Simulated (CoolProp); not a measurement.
Ethanol at 293.15 K and 0.00462 MPa flows at 17 m/s in a round tube of 1 mm bore and 0.25 µm roughness, fully developed (64/Re and Nu = 3.66 if laminar; Colebrook and Gnielinski if turbulent). Each further row changes one setting.

The numbers come from the reference Helmholtz-energy equation of state, Schroeder 2014 in CoolProp.

```
case             Reynolds number  Darcy friction factor  pressure drop (Pa/m)  heat-transfer coefficient (W/(m² K))  mass flow (kg/h)
---------------  ---------------  ---------------------  --------------------  ------------------------------------  ----------------
as stated                    173                  0.370                  4690                                  54.0           0.00421
velocity 34 m/s              346                  0.185                  9380                                  54.0           0.00842
diameter 2 mm                346                  0.185                  1170                                  27.0            0.0168
```

Viscosity comes from a separate model (Kiselev 2005). Thermal conductivity comes from a separate model (Assael 2013).
